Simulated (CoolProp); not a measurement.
Carbon monoxide along the isobar 15 MPa: density (kg/m³) from the reference equation and from simpler models built on Tc = -140.3 °C, pc = 3.498 MPa, ω = 0.050; each cubic takes its own stable root.

Model: reference Helmholtz-energy equation of state, Lemmon 2006, in CoolProp. It is a short technical equation, of lower accuracy than the large ones.

```json
[
 {"T (°C)": "-143.95", "phase": "liquid", "reference": "634.0"},
 {"T (°C)": "-133.35", "phase": "supercritical", "reference": "583.7"},
 {"T (°C)": "-122.85", "phase": "supercritical", "reference": "530.9"},
 {"T (°C)": "-112.25", "phase": "supercritical", "reference": "476.0"},
 {"T (°C)": "-101.75", "phase": "supercritical", "reference": "423.0"},
 {"T (°C)": "-91.15", "phase": "supercritical", "reference": "374.8"},
 {"T (°C)": "-80.65", "phase": "supercritical", "reference": "334.4"},
 {"T (°C)": "-70.05", "phase": "supercritical", "reference": "301.1"},
 {"T (°C)": "-59.55", "phase": "supercritical", "reference": "274.4"},
 {"T (°C)": "-48.95", "phase": "supercritical", "reference": "252.3"},
 {"T (°C)": "-38.45", "phase": "supercritical", "reference": "234.1"},
 {"T (°C)": "-27.85", "phase": "supercritical", "reference": "218.7"},
 {"T (°C)": "-17.35", "phase": "supercritical", "reference": "205.6"},
 {"T (°C)": "-6.75", "phase": "supercritical", "reference": "194.2"},
 {"T (°C)": "3.75", "phase": "supercritical", "reference": "184.3"}
]
```

Task: How far does each simpler model (van der Waals, Soave-Redlich-Kwong) lie from the reference over these 15 states: mean and median of the absolute difference, and the worst?

Result: 
- van der Waals: mean 8.7 %, median 6.1 %, worst -23.2 % at -143.95 °C and 15 MPa
- Soave-Redlich-Kwong: mean 3.1 %, median 3.1 %, worst -4.3 % at -101.75 °C and 15 MPa
